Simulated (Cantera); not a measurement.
Charge: 1 mol Si(CH3)4, 0.04 mol C3H8, 6 mol H2, held at 1977 °C and 0.100 bar.

These are equilibrium values from Cantera (NASA tables, ideal gas, pure condensed phases), not measurements of a reactor. Candidate condensed phases: C, C6H6, C7H8, C8H18, Si, SiC; 87 gas species. Gases not in the tables: Si2H6 and higher silanes. The numbers say what is thermodynamically allowed, not how fast it happens.

Base state: H2 0.973, H 0.0232, C2H2 (acetylene) 0.00326, Si 0.000738, SiH 9.26e-5, SiC2 8.53e-5, Si2C 5.11e-5, SiH2 4.54e-5 (mole fractions); condensed: C(graphite) + SiC(s).

Question: What changes in the equilibrium state with this change: temperature from 1977 °C to 2077 °C?

Answer: 
| species | before | after |
|---|---|---|
| H2 | 0.973 | 0.953 |
| H | 0.0232 | 0.0385 |
| C2H2 (acetylene) | 0.00326 | 0.00526 |
| Si | 0.000738 | 0.00237 |
| SiC2 | 8.53e-5 | 0.000387 |
| Si2C | 5.11e-5 | 0.000224 |
| C(graphite), mol | 3.05 | 3.02 |
| SiC(s), mol | 0.987 | 0.956 |

Question: What changes in the equilibrium state with this change: temperature from 1977 °C to 1475 °C?

Answer: 
```
species             before     after
----------------  --------  --------
H2                   0.973     0.999
H                   0.0232  0.000722
C2H2 (acetylene)   0.00326  0.000113
SiH2               4.54e-5   3.87e-7
SiC2               8.53e-5   2.93e-9
Si2C               5.11e-5   2.19e-9
Si                0.000738   2.74e-7
SiH                9.26e-5   1.15e-7
C(graphite), mol      3.05      3.12
SiC(s), mol          0.987     1.000
```

Question: What changes in the equilibrium state with this change: pressure from 0.100 bar to 1.00 bar?

Answer: 
| species | before | after |
|---|---|---|
| H2 | 0.973 | 0.989 |
| H | 0.0232 | 0.00739 |
| C2H2 (acetylene) | 0.00326 | 0.00331 |
| Si | 0.000738 | 7.38e-5 |
| CH4 | 2.24e-5 | 0.000231 |
| Si2C | 5.11e-5 | 5.11e-6 |
| C(graphite), mol | 3.05 | 3.04 |
| SiC(s), mol | 0.987 | 0.998 |
